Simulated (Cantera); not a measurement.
Input: 1 mol SiHCl3, 1.3 mol HCl, 82 mol H2, at 1330 Pa.

Cantera equilibrium calculation (NASA polynomials, part measured and part estimated; ideal gas, pure solids and liquids). Candidate condensed phases: Si; 19 gas species. Gases not in the tables: Si2H6 and higher silanes. Kinetics and transport are ignored.

Problem. Which condensed phases are stable at each of these points (T (°C)): 1175, 1275, 1375, 1475, 1575, 1675, 1775, 1875, 1975?

Solution. 
```
T (°C)  condensed phases  Si condensed (%)
------  ----------------  ----------------
1175               Si(s)              55.4
1275               Si(s)              53.3
1375               Si(s)              51.1
1475               Si(l)              51.8
1575               Si(l)              51.8
1675               Si(l)              41.8
1775               Si(l)               4.8
1875            gas only               0.0
1975            gas only               0.0
```

From 1175 °C to 1375 °C the condensed part is Si(s). From 1475 °C to 1775 °C the condensed part is Si(l). From 1875 °C to 1975 °C nothing is condensed.
